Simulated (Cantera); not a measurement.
A perfectly stirred reactor is fed with CH₄ : N₂ = 1 : 180 (molar parts), at 0.285 Torr; it is held at 1448 K, and followed from long to short residence time.

Computed with Cantera and GRI-Mech 3.0 (53 species, 325 reactions). GRI-Mech 3.0 stops at C3 and has no aromatics, soot or wall deposition, so with more carbon than oxygen in the feed, carbon stays in small species such as C2H2 where larger ones or solid carbon would form. Radical loss at walls, strong at low pressure, is not modelled.

What does this change do: temperature 1448 to 1798 K?


```
quantity                  before     after
----------------------  --------  --------
x(CH₄) at τ = 3.80 s     0.00552   0.00388
x(C₂H₂) at τ = 3.80 s   9.41e-10  0.000597
x(C₂H₆) at τ = 3.80 s   7.99e-11   6.91e-9
x(H) at τ = 3.80 s       6.88e-9   1.40e-5
x(CH₃) at τ = 3.80 s     1.78e-6  0.000285
x(CH₄) at τ = 0.150 s    0.00552   0.00550
x(C₂H₂) at τ = 0.150 s    <1e-12   4.21e-8
x(C₂H₆) at τ = 0.150 s    <1e-12  4.87e-11
x(H) at τ = 0.150 s      5.64e-9   1.07e-6
x(CH₃) at τ = 0.150 s    6.50e-8   2.68e-5
```

What does this change do: pressure from 0.285 Torr to 750 Torr?


```
quantity                  before    after
----------------------  --------  -------
x(CH₄) at τ = 3.80 s     0.00552  0.00323
x(C₂H₂) at τ = 3.80 s   9.41e-10  0.00111
x(C₂H₆) at τ = 3.80 s   7.99e-11  3.98e-6
x(H) at τ = 3.80 s       6.88e-9  4.02e-7
x(CH₃) at τ = 3.80 s     1.78e-6  7.55e-6
x(CH₄) at τ = 0.150 s    0.00552  0.00519
x(C₂H₂) at τ = 0.150 s    <1e-12  7.58e-5
x(C₂H₆) at τ = 0.150 s    <1e-12  1.75e-5
x(H) at τ = 0.150 s      5.64e-9  8.11e-8
x(CH₃) at τ = 0.150 s    6.50e-8  1.55e-5
```
